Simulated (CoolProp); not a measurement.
Ammonia at several states: fugacity coefficient from the reference equation and from simpler models built on Tc = 405.6 K, pc = 113.6 bar, ω = 0.256; each cubic takes its own stable root.

Model: reference Helmholtz-energy equation of state, Gao 2020, in CoolProp.

| T (K) | p (bar) | phase | reference | Soave-Redlich-Kwong | Peng-Robinson |
|---|---|---|---|---|---|
| 388.3 | 143 | liquid | ? | ? | ? |
| 709.1 | 3.45 | gas | 0.9988 | 0.9993 | 0.9987 |
| 241.1 | 20.6 | liquid | ? | 0.05139 | ? |
| 476.8 | 15.1 | gas | ? | 0.9747 | 0.9706 |

**Question.** Fill in the missing entries.

**Answer.** 
- 388.3, reference: 0.4320
- 388.3, Soave-Redlich-Kwong: 0.4639
- 388.3, Peng-Robinson: 0.4451
- 241.1, reference: 0.05219
- 241.1, Peng-Robinson: 0.05242
- 476.8, reference: 0.9730
